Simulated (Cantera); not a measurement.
A freely propagating, adiabatic, planar premixed flame of H2 : O2 : N2 = 1 : 0.185 : 0.696 (molar parts), equivalence ratio 2.7, unburnt at 425 K and 5.20 bar; multicomponent+Soret transport, grid criteria slope 0.08 and curve 0.16, no radiation.

Model: the H2/O2 subset of GRI-Mech 3.0, which has no nitrogen chemistry, integrated in Cantera. The hydrogen kinetics of GRI-Mech 3.0 are dated; newer H2 mechanisms differ, most at raised pressure. Burning velocities carry a grid error of a few per cent, more on coarse grids.

Predict: laminar burning velocity; thermal thickness; peak x(OH); peak x(O); peak x(H).


* **laminar burning velocity**: 381 cm/s
* **thermal thickness**: 0.0522 mm
* **peak x(OH)**: 0.00124
* **peak x(O)**: 0.000825
* **peak x(H)**: 0.0327
